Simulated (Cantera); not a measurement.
An isothermal, constant-pressure homogeneous reactor starts with H2 : O2 : N2 = 1.3 : 1 : 2.5 (molar parts), equivalence ratio 0.65, at 1125 K and 100000 Pa.

Computed with Cantera and GRI-Mech 3.0 (53 species, 325 reactions). The temperature is held fixed by assumption; the heat of reaction is taken as removed at once.

x: mole fraction; the columns are a selection and need not sum to one.

```
t (s)         x H2    x O2  x H2O       x O    x H2O2    x N2O
--------  --------  ------  -----  --------  --------  -------
0.000700   0.00527  0.0867  0.307   8.86e-6   3.06e-5  5.63e-8
0.00190        [?]  0.0860  0.309       [?]       [?]  5.94e-8
0.00515        [?]  0.0851  0.311       [?]       [?]  6.40e-8
0.0140    0.000632  0.0846  0.313   5.34e-7   2.18e-6  6.82e-8
0.0378    0.000164  0.0844  0.313   7.50e-8   2.45e-7  7.03e-8
0.103      3.05e-5  0.0843  0.313   8.55e-9   1.75e-8  7.06e-8
0.278      2.06e-6  0.0843  0.313  7.92e-10  9.43e-10  6.91e-8
0.755      1.41e-8  0.0843  0.313  3.94e-10  3.59e-10  6.44e-8
2.05       2.69e-9  0.0843  0.313   1.20e-9  9.53e-10  5.34e-8
5.55       2.62e-9  0.0843  0.313   1.36e-9   1.07e-9  3.30e-8
15.0       2.62e-9  0.0843  0.313   1.35e-9   1.07e-9  1.08e-8
40.8       2.62e-9  0.0843  0.313   1.35e-9   1.07e-9  3.95e-9
111        2.62e-9  0.0843  0.313   1.35e-9   1.07e-9  3.81e-9
300        2.62e-9  0.0843  0.313   1.35e-9   1.07e-9  3.81e-9
```

Q: Complete the blanks.

A: 
- 0.00190, x H2: 0.00366
- 0.00190, x O: 5.24e-6
- 0.00190, x H2O2: 2.28e-5
- 0.00515, x H2: 0.00184
- 0.00515, x O: 2.25e-6
- 0.00515, x H2O2: 1.01e-5
